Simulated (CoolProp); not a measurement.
Fluorine along the isotherm -107.55 °C: density (kg/m³) from the reference equation and from simpler models built on Tc = -128.7 °C, pc = 5.240 MPa, ω = 0.045; each cubic takes its own stable root.

Values from CoolProp's reference Helmholtz-energy equation of state, de Reuck 1990.

```
p (MPa)          phase  reference  ideal gas  van der Waals  Redlich-Kwong  Peng-Robinson
-------  -------------  ---------  ---------  -------------  -------------  -------------
2                  gas      60.45      55.19              ?          60.70          61.43
4                  gas      135.5      110.4          135.8          136.4          139.6
6        supercritical      235.0      165.6          240.9              ?          245.1
8        supercritical      379.0      220.8          411.2          378.8          392.9
10       supercritical          ?      276.0          565.1          543.3          566.4
12       supercritical      707.3      331.2          643.7          667.0          705.2
14       supercritical      797.1      386.3          693.6          752.0          803.9
16       supercritical      858.8      441.5          730.3          815.1          877.8
18       supercritical          ?      496.7          759.4          865.2          936.4
20       supercritical      942.1      551.9          783.5          906.7          985.0
```

### Question
What belongs in the gaps?

### Answer

- 2, van der Waals: 60.41
- 6, Redlich-Kwong: 237.0
- 10, reference: 563.5
- 18, reference: 905.1
